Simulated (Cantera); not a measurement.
Charge: 1 mol B, 0.13 mol HCl, 9 mol H2, equilibrated at 0.133 bar.

These are equilibrium values from Cantera (NASA tables, ideal gas, pure condensed phases), not measurements of a reactor. Candidate condensed phases: B; 13 gas species. Gases not in the tables: BHCl2. Equilibrium is a limit: real reactors are often held back by kinetics, nucleation or transport. All values below are at 1023 K.

Base state: H2 0.986, HCl 0.0134, BCl3 0.000271 (mole fractions); condensed: B(s).

**Question.** What changes in the equilibrium state with this change: B replaced by Al?

**Answer.** 
```
species       before     after
----------  --------  --------
H2             0.986     0.992
AlCl               0   0.00428
AlCl3              0   0.00308
HCl           0.0134   2.52e-5
BCl3        0.000271         0
AlCl2              0  0.000342
B(s), mol      0.998         0
Al(l), mol         0     0.930
```
The tables' values for AlCl2 are old estimates; treat these amounts as uncertain. Further candidate phases: Al, AlCl3.
